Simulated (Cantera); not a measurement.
What does this Cantera script print?

```python
import numpy as np
import cantera as ct

gas_names = """
    C CN CO CO2 C2 CCN CNC C2N2 C2O C3 C3O2 C4 C4N2 C5 N NCO NO NO2 NO3 N2 N2O O O2 O3 Si SiC SiC2 SiN
    SiO SiO2 Si2 Si2C Si2N Si3
""".split()
cond_names = """
    C(gr) Si(cr) Si(L) SiC(b) SiO2(Lqz) SiO2(hqz) SiO2(L) Si2N2O(s) Si3N4(a)
""".split()


def load(file, names, dense=False):
    # The tables refer to 1 bar. Condensed volumes are neglected.
    table = {s.name: s for s in ct.Species.list_from_file(file)}
    out = []
    for n in names:
        d = dict(table[n].input_data)
        d["thermo"] = dict(d["thermo"], **{"reference-pressure": 1e5})
        if dense:
            d["equation-of-state"] = {"model": "constant-volume", "density": "1e6 g/cm^3"}
        out.append(ct.Species.from_dict(d))
    return out


gas = ct.Solution(thermo="ideal-gas", species=load("nasa_gas.yaml", gas_names))
cond = {s.name: ct.Solution(thermo="fixed-stoichiometry", species=[s], name=s.name)
        for s in load("nasa_condensed.yaml", cond_names, dense=True)}
atoms = {
    'SiC': {'Si': 1, 'C': 1},
    'N2O': {'N': 2, 'O': 1},
    'N2': {'N': 2},
}
top_T = {'C(gr)': 4500, 'SiC(b)': 3050, 'Si2N2O(s)': 2100, 'Si3N4(a)': 2400}  # K; cautious upper limits of use, not melting points


def equilibrate(T, P, feed):
    n = {}
    for name, mol in feed.items():
        for a, k in atoms[name].items():
            n[a] = n.get(a, 0.0) + k * mol
    gas.TPX = T, P, n
    mass = sum(n.values()) * gas.mean_molecular_weight
    gas.equilibrate("TP")
    valid = [c for c in cond.values() if c.min_temp <= T <= top_T.get(c.name, c.max_temp)]
    mix = ct.Mixture([(gas, mass / gas.mean_molecular_weight)] + [(c, 0.0) for c in valid])
    mix.T, mix.P = T, P
    mix.equilibrate("TP", solver="vcs", rtol=1e-11, max_steps=5000)
    return mix


results = []
feed = {'SiC': 1, 'N2O': 0.08, 'N2': 350}  # mol
T = 1998  # K
P = 14000  # Pa
mix = equilibrate(T, P, feed)
results.append((T, P, feed, dict(zip(mix.species_names, mix.species_moles))))
print(gas.report(threshold=1e-05))
for i in range(1, mix.n_phases):
    print(f"{mix.phase(i).name:16s} {mix.phase_moles(i):12.5e} mol")
```

Result:

```
       temperature   1998 K
          pressure   14000 Pa
           density   0.02361 kg/m^3
  mean mol. weight   28.015 kg/kmol
   phase of matter   gas

                          1 kg             1 kmol
                     ---------------   ---------------
          enthalpy        2.0005e+06        5.6044e+07  J
   internal energy        1.4075e+06        3.9432e+07  J
           entropy            9579.9        2.6838e+05  J/K
    Gibbs function        -1.714e+07       -4.8018e+08  J
 heat capacity c_p            1285.2             36005  J/K
 heat capacity c_v             988.4             27690  J/K

                      mass frac. Y      mole frac. X     chem. pot. / RT
                     ---------------   ---------------   ---------------
                CO        0.00017299        0.00017302           -44.981
                N2           0.99961           0.99966           -28.904
                Si        9.7436e-05        9.7194e-05             -7.02
               SiO        8.7214e-05        5.5424e-05           -47.467
     [  +30 minor]        3.2003e-05         1.692e-05

C(gr)             0.00000e+00 mol
Si(L)             0.00000e+00 mol
SiC(b)            9.38280e-01 mol
SiO2(L)           0.00000e+00 mol
Si2N2O(s)         0.00000e+00 mol
Si3N4(a)          0.00000e+00 mol
```

Equilibrium computed with Cantera from the NASA thermochemical tables; the gas is ideal and each condensed phase is pure.
